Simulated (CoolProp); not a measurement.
R21 at several states: density (kg/m³) from the reference equation and from simpler models built on Tc = 179.6 °C, pc = 5289 kPa, ω = 0.206; each cubic takes its own stable root.

Model: reference Helmholtz-energy equation of state, Platzer 1990, in CoolProp. This equation is an older, rougher fit; its heat capacities, sound speeds and derivatives of the liquid may be far off and weren't checked against measurements.

| T (°C) | p (kPa) | phase | reference |
|---|---|---|---|
| 186.35 | 1440 | gas | 42.81 |
| 86.55 | 40 | gas | 1.385 |
| 189.05 | 103 | gas | 2.776 |
| 100.15 | 31200 | liquid | 1283 |
| 44.05 | 14700 | liquid | 1361 |
| 166.15 | 621 | gas | 18.34 |

Task: How far does each simpler model (Redlich-Kwong, Peng-Robinson) lie from the reference over these 6 states: mean and median of the absolute difference, and the worst?

Result: 
- Redlich-Kwong: mean 2.3 %, median 0.1 %, worst -7.5 % at 44.05 °C and 14700 kPa
- Peng-Robinson: mean 2.5 %, median 0.8 %, worst +7.1 % at 100.15 °C and 31200 kPa
